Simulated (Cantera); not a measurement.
Mixture: CH4 : O2 : N2 = 1 : 1.18 : 4.42 (molar parts), equivalence ratio 1.7, at 2.07 atm, adiabatic and at constant pressure. Ignition delay is the time to a rise of 400 K.

Model: GRI-Mech 3.0 (53 species, 325 reactions), integrated in Cantera.

### Question
What does this change do: pressure from 2.07 atm to 9.47 atm?

### Answer
```json
[
 {"quantity": "delay at 1200 K", "before": "31.4 ms", "after": "6.53 ms"},
 {"quantity": "delay at 1400 K", "before": "2.54 ms", "after": "0.676 ms"},
 {"quantity": "delay at 1600 K", "before": "0.313 ms", "after": "95.8 µs"},
 {"quantity": "delay at 1800 K", "before": "62.9 µs", "after": "18.6 µs"},
 {"quantity": "delay at 2000 K", "before": "19.6 µs", "after": "5.24 µs"},
 {"quantity": "apparent activation energy between 1900 and 2100 K", "before": "170 kJ/mol", "after": "180 kJ/mol"}
]
```
